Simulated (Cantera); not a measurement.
Charge: 1 mol CH₂F₂, 0.17 mol Si, held at 902 °C and 100 Torr.

Equilibrium computed with Cantera from the NASA thermochemical tables; the gas is ideal and each condensed phase is pure. Candidate condensed phases: C, C₆H₆, C₇H₈, C₈H₁₈, Si, SiC; 113 gas species. Equilibrium is a limit: real reactors are often held back by kinetics, nucleation or transport.

Base state: HF 0.721, H₂ 0.186, SiF₄ 0.0929, CH₄ 8.80e-5 (mole fractions); condensed: C(graphite).

Problem. What changes in the equilibrium state with this change: Si from 0.17 to 0.98 mol?

Solution. 
```
species            before     after
----------------  -------  --------
H₂                  0.186     0.663
SiF₄               0.0929     0.329
SiHF₃             5.89e-7   0.00476
HF                  0.721   0.00113
SiH₂F₂              <1e-9   3.41e-5
SiF₃              1.89e-7  0.000808
C(graphite), mol    1.000     0.520
SiC(s), mol             0     0.478
```
The tables' values for SiF₃ are old estimates; treat these amounts as uncertain.

Problem. What changes in the equilibrium state with this change: CH₂F₂ replaced by C₂F₆?

Solution. 
| species | before | after |
|---|---|---|
| CF₄ | <1e-9 | 0.887 |
| SiF₄ | 0.0929 | 0.113 |
| HF | 0.721 | 0 |
| H₂ | 0.186 | 0 |
| CH₄ | 8.80e-5 | 0 |
| C(graphite), mol | 1.000 | 0.670 |
The feed counts by its element totals alone. Gases not in the tables: C₂F₆ and larger saturated fluorocarbons.
